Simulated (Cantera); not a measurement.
## Low-pressure radical oxidation in H2/O2

An isothermal, constant-pressure homogeneous reactor starts with 1.96 % H2, 98.0 % O2, at 1225 K and 6.15 Torr.

Cantera simulation using the H2/O2 subset of GRI-Mech 3.0, which has no nitrogen chemistry; the numbers are that mechanism's predictions, not measurements. Radical loss at walls, strong at low pressure, is not modelled.

```
t (s)         x H2   x O2       x O      x OH    x H2O2
--------  --------  -----  --------  --------  --------
0.000400    0.0196  0.980   8.29e-9   6.73e-9  1.66e-12
0.000811    0.0196  0.980   3.28e-8   2.44e-8  6.78e-12
0.00165     0.0196  0.980   2.59e-7   1.84e-7  2.76e-11
0.00334     0.0196  0.980   1.19e-5   8.38e-6  1.20e-10
0.00678    0.00818  0.971   0.00720   0.00318   7.96e-8
0.0137    0.000167  0.963    0.0157   0.00165   2.24e-8
0.0279    0.000144  0.964    0.0150   0.00157   2.11e-8
0.0566    0.000131  0.966    0.0135   0.00149   2.10e-8
0.115     0.000109  0.968    0.0111   0.00136   2.08e-8
0.233      7.73e-5  0.972   0.00779   0.00115   2.00e-8
0.472      4.36e-5  0.975   0.00433  0.000866   1.82e-8
0.958      1.89e-5  0.978   0.00186  0.000571   1.47e-8
1.94       6.54e-6  0.979  0.000640  0.000337   9.98e-9
3.94       2.01e-6  0.980  0.000196  0.000187   5.64e-9
8.00       6.04e-7  0.980   5.91e-5  0.000103   2.73e-9
```
x: mole fraction; the columns are a selection and need not sum to one.

Equilibrium at this temperature and pressure: H2 4.70e-9, O2 0.980, O 4.63e-7, OH 9.10e-6, H2O2 5.30e-11 (gas phase only).
